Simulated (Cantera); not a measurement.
An isothermal, constant-pressure homogeneous reactor starts with CH₄ : O₂ : N₂ = 0.023 : 0.041 : 1 (molar parts), at 1475 K and 0.990 bar.

Detailed kinetics in Cantera: GRI-Mech 3.0 (53 species, 325 reactions). The temperature is held fixed by assumption; the heat of reaction is taken as removed at once.

x: mole fraction; the columns are a selection and need not sum to one.

| t (s) | x CH₄ | x O₂ | x OH | x O | x H |
|---|---|---|---|---|---|
| 4.00e-5 | 0.0216 | 0.0385 | 4.28e-9 | 2.50e-9 | 6.50e-9 |
| 0.000124 | 0.0216 | 0.0385 | 7.41e-9 | 3.67e-9 | 7.84e-9 |
| 0.000386 | 0.0216 | 0.0385 | 1.89e-8 | 8.25e-9 | 1.29e-8 |
| 0.00120 | 0.0216 | 0.0385 | 6.26e-8 | 2.76e-8 | 3.69e-8 |
| 0.00372 | 0.0211 | 0.0383 | ___ | ___ | ___ |
| 0.0116 | <1e-12 | ___ | ___ | ___ | ___ |
| 0.0359 | <1e-12 | 2.59e-6 | 2.55e-5 | 5.66e-7 | 0.000114 |
| 0.111 | <1e-12 | 1.29e-7 | 5.61e-6 | 2.74e-8 | 2.51e-5 |
| 0.346 | <1e-12 | 9.30e-9 | 1.49e-6 | 1.92e-9 | 6.65e-6 |
| 1.07 | <1e-12 | 8.96e-10 | 4.68e-7 | 1.91e-10 | 2.10e-6 |
| 3.34 | <1e-12 | 2.20e-10 | 2.48e-7 | 5.37e-11 | 1.11e-6 |
| 10.4 | <1e-12 | 1.71e-10 | 2.21e-7 | 4.28e-11 | 9.90e-7 |
| 32.2 | <1e-12 | 1.47e-10 | 2.05e-7 | 3.68e-11 | 9.18e-7 |
| 100 | <1e-12 | 1.37e-10 | 1.98e-7 | 3.42e-11 | 8.86e-7 |

Some entries are withheld; supply them.


- 0.00372, x OH: 2.80e-7
- 0.00372, x O: 1.18e-7
- 0.00372, x H: 2.47e-7
- 0.0116, x O₂: 0.000650
- 0.0116, x OH: 0.000420
- 0.0116, x O: 0.000163
- 0.0116, x H: 0.00199
